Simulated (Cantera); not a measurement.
A closed system holds: 1 mol Si₂H₆, 0.65 mol H₂O, a varied amount of H₂, equilibrated at 1698.15 K and 61000 Pa.

These are equilibrium values from Cantera (NASA tables, ideal gas, pure condensed phases), not measurements of a reactor. Candidate condensed phases: H₂O, Si, SiO₂; 18 gas species. The feed counts by its element totals alone. Each liquid is taken as pure. Mutual solubility and eutectic melting of coexisting phases are not modelled. The tables hold silica as quartz up to 1696 K and as liquid above; real silica turns to tridymite and cristobalite and melts near 1996 K. Gases not in the tables: Si₂H₆ and higher silanes. Equilibrium is a limit: real reactors are often held back by kinetics, nucleation or transport.

Q: At 9.7 mol H₂, list the 5 most abundant gas species with their mole fractions, and the condensed phases.

A: H₂ 0.980, SiO 0.0201, H 0.000184, H₂O 2.12e-5, SiH₂ 1.37e-5. Condensed: Si(l) + SiO₂(condensed).
